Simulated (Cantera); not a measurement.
A closed system holds: 1 mol Cu2O, 11 mol H2, 58 mol N2, held at 0.110 bar.

These are equilibrium values from Cantera (NASA tables, ideal gas, pure condensed phases), not measurements of a reactor. Candidate condensed phases: Cu, CuO, Cu(OH)2, Cu2O, H2O; 27 gas species. Rates play no part.

What share of the Cu ends up in condensed phases as a function of T (K), at 1048, 1148, 1248, 1348, 1448, 1548, 1648, 1748, 1848, 1948, 2048?


| T (K) | Cu condensed (%) | as |
|---|---|---|
| 1048 | 100.0 | Cu(s) |
| 1148 | 100.0 | Cu(s) |
| 1248 | 100.0 | Cu(s) |
| 1348 | 100.0 | Cu(s) |
| 1448 | 99.9 | Cu(l) |
| 1548 | 99.4 | Cu(l) |
| 1648 | 97.5 | Cu(l) |
| 1748 | 90.8 | Cu(l) |
| 1848 | 70.5 | Cu(l) |
| 1948 | 15.2 | Cu(l) |
| 2048 | 0.0 | - |
